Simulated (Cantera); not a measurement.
# Equilibrium for iron carbonyl, mercury and lead vapours: Hg + O2 + N2

Charge: 1 mol Hg, a varied amount of O2, 0.31 mol N2, equilibrated at 748 K and 6.60 bar.

Equilibrium computed with Cantera from the NASA thermochemical tables; the gas is ideal and each condensed phase is pure. Candidate condensed phases: Hg, HgO; 10 gas species. Equilibrium is a limit: real reactors are often held back by kinetics, nucleation or transport.

| n(O2) (mol) | log p O2 | log p Hg | log p N2 | log p NO2 | log p NO | n HgO(s) |
|---|---|---|---|---|---|---|
| 0.051 | -1.41 | 0.69 | 0.22 | -6.92 | -6.31 | 0.0873 |
| 0.084 | -1.39 | 0.68 | 0.25 | -6.89 | -6.29 | 0.154 |
| 0.14 | -1.35 | 0.66 | 0.29 | -6.84 | -6.25 | 0.266 |
| 0.23 | -1.27 | 0.62 | 0.37 | -6.71 | -6.17 | 0.446 |
| 0.39 | -0.93 | 0.45 | 0.56 | -6.28 | -5.91 | 0.760 |
| 0.65 | 0.33 | -0.18 | 0.58 | -5.01 | -5.27 | 0.946 |
| 1.1 | 0.61 | -0.32 | 0.30 | -4.86 | -5.26 | 0.926 |
| 1.8 | 0.70 | -0.36 | 0.06 | -4.90 | -5.34 | 0.883 |
log p: log10 of the partial pressure in bar; n: condensed amount in mol.

From 0.051 mol O2 to 1.8 mol O2 the condensed part is HgO(s). The main Hg-bearing gas is Hg throughout. The share of Hg in condensed phases is highest at 0.65 mol O2 (94.6 %) and lowest at 0.051 mol O2 (8.7 %).
